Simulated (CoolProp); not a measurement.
Vapour-liquid equilibrium of 1-butene (1) + n-butane (2) at 1.97 bar; x and y are mole fractions of (1).

Model: multi-fluid Helmholtz-energy mixture model, Lemmon 2005 and Bücker 2006; pair parameters Bell 2016, in CoolProp.

Problem. Give the bubble temperature and the first vapour's composition at x = 0.2, 0.8, 0.95. Is there an azeotrope?

Solution. x = 0.2: 290.0 K, y = 0.236; x = 0.8: 286.2 K, y = 0.826; x = 0.95: 285.5 K, y = 0.956. No azeotrope shows between x = 0.05 and 0.95.

The pair parameters rest on a limited set of measurements; away from them the model extrapolates.
